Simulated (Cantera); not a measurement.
Formation from one mole of F2

Source: NASA polynomial tables (part measured, part estimated), evaluated in Cantera. Values are per mole of reaction as written; species without (g) are pure solids or liquids, kept so even where they would boil at 1 bar. The tables' values for C2F4 are old estimates.

0.5 Si + F2(g) → 0.5 SiF4(g)

```tsv
T (K)	ΔH° (kJ)	ΔS° (J/K)	ΔG° (kJ)	log10 K	condensed phases
300	-807.5	-70.8	-786.2	136.89	Si(s)
2275	-832.4	-86.6	-635.3	14.59	Si(l)
2300	-832.3	-86.6	-633.1	14.38	Si(l)
2325	-832.3	-86.6	-630.9	14.17	Si(l)
2350	-832.3	-86.6	-628.8	13.98	Si(l)
2375	-832.2	-86.6	-626.6	13.78	Si(l)
2400	-832.2	-86.6	-624.4	13.59	Si(l)
2425	-832.2	-86.6	-622.3	13.40	Si(l)
2450	-832.2	-86.6	-620.1	13.22	Si(l)
2475	-832.1	-86.5	-617.9	13.04	Si(l)
2500	-832.1	-86.5	-615.8	12.87	Si(l)
```

H2(g) + F2(g) → 2 HF(g)

| T (K) | ΔH° (kJ) | ΔS° (J/K) | ΔG° (kJ) | log10 K |
|---|---|---|---|---|
| 300 | -545.1 | 14.1 | -549.3 | 95.64 |
| 2275 | -556.6 | 2.8 | -563.0 | 12.93 |
| 2300 | -556.7 | 2.8 | -563.1 | 12.79 |
| 2325 | -556.8 | 2.7 | -563.1 | 12.65 |
| 2350 | -556.9 | 2.7 | -563.2 | 12.52 |
| 2375 | -557.0 | 2.6 | -563.3 | 12.39 |
| 2400 | -557.1 | 2.6 | -563.3 | 12.26 |
| 2425 | -557.2 | 2.5 | -563.4 | 12.14 |
| 2450 | -557.4 | 2.5 | -563.5 | 12.01 |
| 2475 | -557.5 | 2.5 | -563.5 | 11.89 |
| 2500 | -557.5 | 2.4 | -563.6 | 11.78 |

0.5 C + F2(g) → 0.5 CF4(g)

```
T (K)  ΔH° (kJ)  ΔS° (J/K)  ΔG° (kJ)  log10 K
-----  --------  ---------  --------  -------
300      -466.6      -75.0    -444.1    77.32
2275     -465.0      -75.0    -294.3     6.76
2300     -465.0      -75.0    -292.4     6.64
2325     -465.0      -75.0    -290.6     6.53
2350     -464.9      -75.0    -288.7     6.42
2375     -464.9      -75.0    -286.8     6.31
2400     -464.8      -75.0    -284.9     6.20
2425     -464.8      -74.9    -283.1     6.10
2450     -464.8      -74.9    -281.2     5.99
2475     -464.7      -74.9    -279.3     5.89
2500     -464.7      -74.9    -277.4     5.80
```

Cu + F2(g) → CuF2

```tsv
T (K)	ΔH° (kJ)	ΔS° (J/K)	ΔG° (kJ)	log10 K	condensed phases
300	-538.9	-158.4	-491.4	85.55	Cu(s), CuF2(s)
2275	-445.9	-72.4	-281.2	6.46	Cu(l), CuF2(l)
2300	-445.1	-72.1	-279.4	6.35	Cu(l), CuF2(l)
2325	-444.4	-71.7	-277.6	6.24	Cu(l), CuF2(l)
2350	-443.7	-71.4	-275.8	6.13	Cu(l), CuF2(l)
2375	-443.0	-71.1	-274.0	6.03	Cu(l), CuF2(l)
2400	-442.3	-70.8	-272.3	5.93	Cu(l), CuF2(l)
2425	-441.5	-70.5	-270.5	5.83	Cu(l), CuF2(l)
2450	-440.8	-70.2	-268.7	5.73	Cu(l), CuF2(l)
2475	-440.1	-69.9	-267.0	5.63	Cu(l), CuF2(l)
2500	-439.4	-69.7	-265.2	5.54	Cu(l), CuF2(l)
```
